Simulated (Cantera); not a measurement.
Cantera run, input and output.

```python
import numpy as np
import cantera as ct

gas = ct.Solution("gri30.yaml")
gas.TPX = 1225, 100000, {'C2H4': 1, 'O2': 5.17, 'N2': 19.4, 'H2O': 0.23}
reactor = ct.IdealGasReactor(gas, energy="on", clone=False)
net = ct.ReactorNet([reactor])
net.rtol, net.atol = 1e-08, 1e-16
show = ['C2H4', 'O2', 'H2O', 'CH3', 'CH2', 'HO2', 'C2H6']
times = np.geomspace(1e-06, 7, 12)

steps = ct.SolutionArray(gas, extra=["t"])
rows = []
print(f"{'t/s':>10s}{'T/K':>9s}{'P/Pa':>11s}" + "".join(f"{s:>11s}" for s in show))
for t in times:
    while net.time < t:
        t_next = net.step()
        steps.append(gas.state, t=t_next)
    rows.append([np.interp(t, steps.t, y) for y in (steps.T, steps.P, *steps(*show).X.T)])
    print(f"{t:10.3e}{rows[-1][0]:9.1f}{rows[-1][1]:11.4g}" + "".join(f"{x:11.3e}" for x in rows[-1][2:]))
rate = np.gradient(steps.T, steps.t)
print("integrator steps:", len(steps.t))
if steps.T.max() > steps.T[0] + 200:
    print(f"time of steepest temperature rise: {steps.t[rate.argmax()]:.4e} s")
gas.TPX = 1225, 100000, {'C2H4': 1, 'O2': 5.17, 'N2': 19.4, 'H2O': 0.23}
gas.equilibrate("UV")
print(f"equilibrium (UV): T = {gas.T:.1f} K  " + "  ".join(f"{s} {gas[s].X[0]:.3e}" for s in show))
```

Result:

```
       t/s      T/K       P/Pa       C2H4         O2        H2O        CH3        CH2        HO2       C2H6
 1.000e-06   1225.0      1e+05  3.876e-02  2.004e-01  8.915e-03  1.541e-13  6.725e-21  1.722e-12  1.530e-19
 4.191e-06   1225.0      1e+05  3.876e-02  2.004e-01  8.915e-03  3.447e-12  2.014e-19  1.246e-11  1.422e-17
 1.756e-05   1225.0      1e+05  3.876e-02  2.004e-01  8.915e-03  8.522e-11  5.223e-18  1.873e-10  9.014e-16
 7.359e-05   1225.0      1e+05  3.876e-02  2.004e-01  8.915e-03  1.133e-08  9.254e-16  2.250e-08  1.984e-13
 3.084e-04   2535.1  2.114e+05  2.764e-26  8.494e-02  7.242e-02  1.607e-16  2.244e-16  8.529e-06  6.489e-33
 1.292e-03   2640.5  2.185e+05  9.220e-27  8.158e-02  7.625e-02  1.073e-16  1.350e-16  1.055e-05  1.732e-33
 5.416e-03   2626.0  2.172e+05  7.796e-27  7.727e-02  7.672e-02  9.488e-17  1.125e-16  9.805e-06  1.486e-33
 2.270e-02   2622.6  2.169e+05  7.486e-27  7.626e-02  7.683e-02  9.212e-17  1.076e-16  9.635e-06  1.432e-33
 9.512e-02   2622.6  2.169e+05  7.485e-27  7.626e-02  7.683e-02  9.212e-17  1.076e-16  9.634e-06  1.432e-33
 3.986e-01   2622.6  2.169e+05  7.485e-27  7.626e-02  7.683e-02  9.212e-17  1.076e-16  9.634e-06  1.432e-33
 1.670e+00   2622.6  2.169e+05  7.485e-27  7.626e-02  7.683e-02  9.212e-17  1.076e-16  9.634e-06  1.432e-33
 7.000e+00   2622.6  2.169e+05  7.485e-27  7.626e-02  7.683e-02  9.212e-17  1.076e-16  9.634e-06  1.432e-33
integrator steps: 1724
time of steepest temperature rise: 2.2902e-04 s
equilibrium (UV): T = 2622.6 K  C2H4 9.152e-27  O2 7.626e-02  H2O 7.683e-02  CH3 1.337e-16  CH2 1.448e-16  HO2 9.634e-06  C2H6 2.759e-33
```

Model: GRI-Mech 3.0 (53 species, 325 reactions), integrated in Cantera. GRI-Mech 3.0 was tuned for natural gas; its chemistry of ethylene as a main component is partial and can be far from experiment.
